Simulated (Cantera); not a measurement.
What does this Cantera script print?

```python
import numpy as np
import cantera as ct

gas_names = """
    B BCL BCL2 BCL3 BN B2 CL CL2 N N2
""".split()
cond_names = """
    B(b) B(L) BN(s)
""".split()


# ... load() reads the species with a 1 bar reference pressure and builds the phases ...
atoms = {
    'BN': {'B': 1, 'N': 1},
    'Cl2': {'CL': 2},
    'N2': {'N': 2},
}
top_T = {'BN(s)': 3200}  # K; cautious upper limits of use, not melting points


# ... equilibrate(T, P, feed) seeds the gas with the atoms and calls Mixture.equilibrate('TP', solver="vcs", rtol=1e-11, max_steps=5000) ...
results = []
feed = {'BN': 1, 'Cl2': 3.9, 'N2': 1.5}  # mol
P = 10000  # Pa
for T in [798, 898, 998, 1098, 1198, 1298, 1398, 1498, 1598, 1698, 1798, 1898, 1998]:
    mix = equilibrate(T, P, feed)
    results.append((T, P, feed, dict(zip(mix.species_names, mix.species_moles))))
    x = sorted(zip(gas.X, gas.species_names), reverse=True)
    print(f"T = {T:g} K  P = {P:g} Pa  gas = {mix.phase_moles(0):.4g} mol")
    print("   x: " + "  ".join(f"{s} {v:.3e}" for v, s in x if v > 1e-05))
    print("   condensed (mol): " + ("  ".join(f"{mix.phase(i).name} {mix.phase_moles(i):.4g}"
          for i in range(1, mix.n_phases) if mix.phase_moles(i) > 1e-12) or "none"))
```

Result:

```
T = 798 K  P = 10000 Pa  gas = 5.4 mol
   x: CL2 4.444e-01  N2 3.704e-01  BCL3 1.852e-01  CL 1.882e-05
   condensed (mol): none
T = 898 K  P = 10000 Pa  gas = 5.4 mol
   x: CL2 4.443e-01  N2 3.703e-01  BCL3 1.852e-01  CL 1.502e-04
   condensed (mol): none
T = 998 K  P = 10000 Pa  gas = 5.402 mol
   x: CL2 4.439e-01  N2 3.702e-01  BCL3 1.851e-01  CL 7.942e-04
   condensed (mol): none
T = 1098 K  P = 10000 Pa  gas = 5.408 mol
   x: CL2 4.422e-01  N2 3.698e-01  BCL3 1.849e-01  CL 3.108e-03
   condensed (mol): none
T = 1198 K  P = 10000 Pa  gas = 5.426 mol
   x: CL2 4.375e-01  N2 3.686e-01  BCL3 1.843e-01  CL 9.680e-03
   condensed (mol): none
T = 1298 K  P = 10000 Pa  gas = 5.469 mol
   x: CL2 4.263e-01  N2 3.657e-01  BCL3 1.829e-01  CL 2.516e-02
   condensed (mol): none
T = 1398 K  P = 10000 Pa  gas = 5.556 mol
   x: CL2 4.038e-01  N2 3.600e-01  BCL3 1.800e-01  CL 5.625e-02
   condensed (mol): none
T = 1498 K  P = 10000 Pa  gas = 5.715 mol
   x: CL2 3.649e-01  N2 3.500e-01  BCL3 1.750e-01  CL 1.101e-01
   condensed (mol): none
T = 1598 K  P = 10000 Pa  gas = 5.968 mol
   x: N2 3.351e-01  CL2 3.070e-01  CL 1.903e-01  BCL3 1.676e-01
   condensed (mol): none
T = 1698 K  P = 10000 Pa  gas = 6.319 mol
   x: N2 3.165e-01  CL 2.910e-01  CL2 2.343e-01  BCL3 1.582e-01
   condensed (mol): none
T = 1798 K  P = 10000 Pa  gas = 6.729 mol
   x: CL 3.949e-01  N2 2.972e-01  CL2 1.592e-01  BCL3 1.486e-01  BCL2 3.134e-05
   condensed (mol): none
T = 1898 K  P = 10000 Pa  gas = 7.112 mol
   x: CL 4.814e-01  N2 2.812e-01  BCL3 1.405e-01  CL2 9.678e-02  BCL2 1.164e-04
   condensed (mol): none
T = 1998 K  P = 10000 Pa  gas = 7.4 mol
   x: CL 5.402e-01  N2 2.703e-01  BCL3 1.347e-01  CL2 5.443e-02  BCL2 4.070e-04
   condensed (mol): none
```

These are equilibrium values from Cantera (NASA tables, ideal gas, pure condensed phases), not measurements of a reactor. The tables' values for BCl2 are old estimates; treat these amounts as uncertain.
